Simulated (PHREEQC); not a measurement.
Make-up at 25 °C: 12 mmol/kgw NaCl, 4.5 mmol/kgw NiSO4, 24 mmol/kgw (CH3)4NCl and 0.055 mmol/kgw Al2(SO4)3. Closed to the air; pH follows from the charge balance.

Equilibrium calculation in PHREEQC: ion-association model, wateq4f.dat.

Precipitation was switched off in this run.

Order these S species by the share of S that they hold, largest first: Al(SO4)2-, SO4-2, NaSO4-, NiSO4, AlSO4+.

SO4-2 (84 %), NiSO4 (13 %), NaSO4- (2.3 %), AlSO4+ (1.2 %), Al(SO4)2- (0.14 %)

Order these Ni species by the share of Ni that they hold, largest first: NiCl+, NiSO4, NiCl2, Ni+2.

Ni+2 (83 %), NiSO4 (13 %), NiCl+ (3.3 %), NiCl2 (0.29 %)

The pH is 4.84 and the ionic strength 0.0515 mol/kgw. The solution is supersaturated, for example in Basaluminite, Boehmite (slow to form), so a real one may precipitate; this is no full list. (CH3)4N+ isn't in the database: it is added as a free cation with an ion size of 4 Å.
